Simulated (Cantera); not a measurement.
A closed system holds: 1 mol B, 2.4 mol O₂, 0.28 mol NH₃, at 2023 K and 12.0 Pa.

Equilibrium computed with Cantera from the NASA thermochemical tables; the gas is ideal and each condensed phase is pure. Candidate condensed phases: B, BN, B₂O₃, B₃O₃H₃, H₂O; 39 gas species. Rates play no part.

Base state: O₂ 0.494, HBO₂ 0.175, BO₂ 0.0775, B₂O₃ 0.0609, H₂O 0.0541, O 0.0511, N₂ 0.0511, OH 0.0199 (mole fractions); condensed: gas only.

Question: What changes in the equilibrium state with this change: B replaced by B₂H₆?

Answer: 
| species | before | after |
|---|---|---|
| HBO₂ | 0.175 | 0.296 |
| H₂ | 0.00241 | 0.290 |
| H₂O | 0.0541 | 0.212 |
| O₂ | 0.494 | 0.000525 |
| O | 0.0511 | 0.00167 |
| H | 0.00851 | 0.0934 |
| BO₂ | 0.0775 | 0.0120 |
| BO | 0.00234 | 0.0111 |
| OH | 0.0199 | 0.00712 |
| N₂ | 0.0511 | 0.0287 |
| B₂O₃ | 0.0609 | 0.0446 |
| HBO | 4.67e-5 | 0.00243 |
| NO | 0.00318 | 7.78e-5 |
| B₂O₂ | 2.38e-6 | 5.35e-5 |
The feed counts by its element totals alone.

Question: What changes in the equilibrium state with this change: temperature from 2023 K to 1400 K?

Answer: 
| species | before | after |
|---|---|---|
| O₂ | 0.494 | 0.623 |
| HBO₂ | 0.175 | 0.225 |
| H₂O | 0.0541 | 0.0694 |
| BO₂ | 0.0775 | 0.00130 |
| O | 0.0511 | 6.82e-5 |
| OH | 0.0199 | 0.000322 |
| B₂O₃ | 0.0609 | 0.0200 |
| N₂ | 0.0511 | 0.0605 |
| BO | 0.00234 | 2.34e-8 |
| HBO | 4.67e-5 | 3.30e-9 |
| H | 0.00851 | 8.46e-7 |
| H₂ | 0.00241 | 3.63e-6 |
| NO | 0.00318 | 0.000346 |
| B₂O₃(l), mol | 0 | 0.193 |
